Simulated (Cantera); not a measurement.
Cantera with NASA thermochemical tables; ideal gases at 1 bar, condensed phases pure. Values are per mole of reaction as written; species without (g) are pure solids or liquids, kept so even where they would boil at 1 bar.

Question: Between 300 and 2598 K, where is each reaction favourable under standard conditions?
- SiH3(g) = H(g) + SiH2(g)

Answer: 
- SiH3(g) = H(g) + SiH2(g): ΔG° is 222 kJ at 300 K and -61 kJ at 2598 K; it changes sign between 2073 and 2148 K. ΔH° is 267 kJ and ΔS° 126 J/K at 2598 K.
